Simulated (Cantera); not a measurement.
## Iron carbonyl, mercury and lead vapours: Pb + CO + H2

Feed: 1 mol Pb, a varied amount of CO, 1.6 mol H2, equilibrated at 4880 Torr.

These are equilibrium values from Cantera (NASA tables, ideal gas, pure condensed phases), not measurements of a reactor. Candidate condensed phases: C, C6H6, C7H8, C8H18, H2O, Pb, PbO, PbO2, Pb3O4; 113 gas species. Equilibrium is a limit: real reactors are often held back by kinetics, nucleation or transport.

Problem. Map the stable condensed phases over T = 500, 600, 700, 800, 900, 1000, 1100, 1200, 1300, 1400 °C and n(CO) in mol = 0.083, 0.15, 0.27, 0.48, 0.85, 1.5, 2.7, 4.9, 8.7.

Solution. 
```
T in °C \ n(CO) in mol
         0.083  0.15  0.27  0.48  0.85   1.5   2.7   4.9   8.7
   1400      A     A     A     A     A     A     B     B     B
   1300      A     A     A     A     A     A     B     B     B
   1200      A     A     A     A     A     A     B     B     B
   1100      A     A     A     A     A     B     B     B     B
   1000      A     A     A     A     A     B     B     B     B
    900      A     A     A     A     B     B     B     B     B
    800      A     A     A     A     B     B     B     B     B
    700      A     A     A     A     B     B     B     B     B
    600      A     A     A     A     B     B     B     B     B
    500      A     A     A     A     B     B     B     B     B
```
A: Pb; B: C + Pb.
